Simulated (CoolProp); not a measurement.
Model: reference Helmholtz-energy equation of state, Span 2000, in CoolProp.

### Question
For nitrogen, give the phase and the density (kg/m³), speed of sound (m/s), expansivity (1/kK) at 76.2 K and 3870 kPa; 88.4 K and 3870 kPa.

### Answer
- 76.2 K and 3870 kPa: liquid; density 820, speed of sound 893, expansivity 5.19
- 88.4 K and 3870 kPa: liquid; density 766, speed of sound 776, expansivity 6.17
